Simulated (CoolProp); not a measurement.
Vapour-liquid equilibrium of CHF3 (R23) (1) + R22 (2) at 1180 kPa; x and y are mole fractions of (1).

Values from CoolProp's multi-fluid Helmholtz-energy mixture model, Penoncello 2003 and Kamei 1995; pair parameters Bell 2016.

```tsv
x	bubble temperature (K)	y at the bubble point	dew temperature at overall composition x (K)	liquid density (mol/L)
0.05	297.0	0.158	301.0	13.84
0.15	286.9	0.398	297.3	14.34
0.25	278.7	0.564	293.3	14.78
0.35	272.1	0.679	289.1	15.16
0.45	266.7	0.762	284.5	15.50
0.55	262.2	0.823	279.5	15.81
0.65	258.4	0.872	273.9	16.10
0.75	255.1	0.913	267.5	16.38
0.85	252.1	0.949	260.2	16.65
0.95	249.3	0.983	252.0	16.93
```

No azeotrope shows between x = 0.05 and 0.95.

Pair parameters are fitted to limited data, so mixtures are less certain than the pure fluids. The gap from Raoult's law changes sign with composition, which may be real or a fault of the pair parameters; it wasn't checked against measurements.
